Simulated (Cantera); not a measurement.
Input (Python, Cantera) and output of one run.

```python
import numpy as np
import cantera as ct

gas_names = """
    AL ALCL ALCL2 ALCL3 ALH AL2 AL2CL6 CL CL2 H HCL H2
""".split()
cond_names = """
    AL(cr) AL(L) ALCL3(s) ALCL3(L)
""".split()


# ... load() reads the species with a 1 bar reference pressure and builds the phases ...
atoms = {
    'Al': {'AL': 1},
    'HCl': {'H': 1, 'CL': 1},
}
top_T = {}  # K; cautious upper limits of use, not melting points


# ... equilibrate(T, P, feed) seeds the gas with the atoms and calls Mixture.equilibrate('TP', solver="vcs", rtol=1e-11, max_steps=5000) ...
results = []
T = 750  # K
P = 1333.22  # Pa
for m in [1.1, 1.5, 2, 2.5, 3, 3.5, 3.9, 4.4, 4.9, 5.4, 5.8, 6.3, 6.8]:
    feed = {'Al': 1, 'HCl': m}  # mol
    mix = equilibrate(T, P, feed)
    results.append((T, P, feed, dict(zip(mix.species_names, mix.species_moles))))

top = {s: max(r[3][s] / sum(r[3][g] for g in gas_names) for r in results) for s in gas_names}
cols = sorted((s for s in top if top[s] > 0.001), key=lambda s: -top[s])[:9]
seen = [c for c in cond_names if any(r[3].get(c, 0) > 1e-12 for r in results)]
print("log10 of partial pressures in bar; condensed amounts in mol")
print(f"{'n(HCl)':>10s}" + "".join(f"{s[:9]:>10s}" for s in cols + seen))
for T, P, feed, n in results:
    ng = sum(n[g] for g in gas_names)
    print(f"{feed['HCl']:10.4g}" + "".join(f"{np.log10(max(n[s] / ng * P / 1e5, 1e-99)):10.3f}" for s in cols)
          + "".join(f"{n.get(c, 0):10.4g}" for c in seen))
```

It prints:

```
log10 of partial pressures in bar; condensed amounts in mol
    n(HCl)        H2       HCL     ALCL3    AL2CL6    AL(cr)
       1.1    -2.089    -7.624    -2.309    -3.578    0.6331
       1.5    -2.089    -7.624    -2.309    -3.578    0.4997
         2    -2.089    -7.624    -2.309    -3.578    0.3329
       2.5    -2.089    -7.624    -2.309    -3.578    0.1661
         3    -2.088    -6.552    -2.309    -3.577         0
       3.5    -2.170    -2.647    -2.384    -3.727         0
       3.9    -2.226    -2.448    -2.435    -3.830         0
       4.4    -2.286    -2.316    -2.492    -3.943         0
       4.9    -2.340    -2.237    -2.542    -4.043         0
       5.4    -2.387    -2.183    -2.587    -4.133         0
       5.8    -2.421    -2.150    -2.620    -4.198         0
       6.3    -2.461    -2.118    -2.657    -4.274         0
       6.8    -2.497    -2.093    -2.692    -4.343         0
```

Cantera equilibrium calculation (NASA polynomials, part measured and part estimated; ideal gas, pure solids and liquids). The tables' values for AlCl2 are old estimates; treat these amounts as uncertain.
